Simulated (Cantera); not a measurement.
Input: 1 mol CH₃SiCl₃, 1.5 mol CH₄, 290 mol H₂, at 750 Torr.

These are equilibrium values from Cantera (NASA tables, ideal gas, pure condensed phases), not measurements of a reactor. Candidate condensed phases: C, C₆H₆, C₇H₈, C₈H₁₈, Si, SiC; 109 gas species. The feed counts by its element totals alone. Equilibrium is a limit: real reactors are often held back by kinetics, nucleation or transport.

Task: At 1550 °C, list the 5 most abundant gas species with their mole fractions, and the condensed phases.

Result: H₂ 0.989, HCl 0.0101, CH₄ 0.000697, H 0.000431, C₂H₂ (acetylene) 0.000209. Condensed: C(graphite) + SiC(s).
